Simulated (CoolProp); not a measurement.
A simple Rankine cycle with the fluoroketone C6F12O (FK-5-1-12): condensing at 327.15 K, boiler at 1.21 MPa, turbine inlet 433.7 K, turbine efficiency 0.65, pump efficiency 0.6, no recuperator. Each further row changes one setting.

The numbers come from the reference Helmholtz-energy equation of state, McLinden 2015 in CoolProp.

```csv
case,thermal efficiency (%),net work (kJ/kg),heat in (kJ/kg),turbine exit temperature (K),volume ratio over the turbine
as stated,…,13.2,173,406.0,13.2
turbine inlet 453.7 K,7.3,14.3,…,…,12.2
condensing temperature 319.15 K,8.2,15.0,182,403.8,17.5
boiler pressure 0.847 MPa,6.7,…,179,413.2,8.11
turbine efficiency 0.55,…,…,173,408.3,13.3
```

Question: Some entries are withheld; supply them.

Answer: 
- as stated, thermal efficiency (%): 7.6
- turbine inlet 453.7 K, heat in (kJ/kg): 196
- turbine inlet 453.7 K, turbine exit temperature (K): 428.0
- boiler pressure 0.847 MPa, net work (kJ/kg): 12.0
- turbine efficiency 0.55, thermal efficiency (%): 6.3
- turbine efficiency 0.55, net work (kJ/kg): 10.9
